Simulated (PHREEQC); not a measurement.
Consider water at 20 °C with 140 mmol/kgw HF, 0.35 mmol/kgw CsF and 0.062 mmol/kgw (NH4)2SiF6. It is in equilibrium with CO2 at log p = -1 (atm). Otherwise closed; pH follows from the charge balance.

All values are PHREEQC results (ion-association model, wateq4f.dat), not measurements.

No solid was allowed to form.

Order these F species by the share of F that they hold, largest first: SiF6-2, HF2-, HF, F-, H2F2.

HF (60 %), H2F2 (31 %), F- (5.5 %), HF2- (3.4 %), SiF6-2 (0.26 %)

The pH is 2.05 and the ionic strength 0.0103 mol/kgw. wateq4f.dat counts part of the HF as a dimer, H2F2, which phreeqc.dat doesn't know; its constant is uncertain. SiF6-2 is the database's only silicon fluoride.
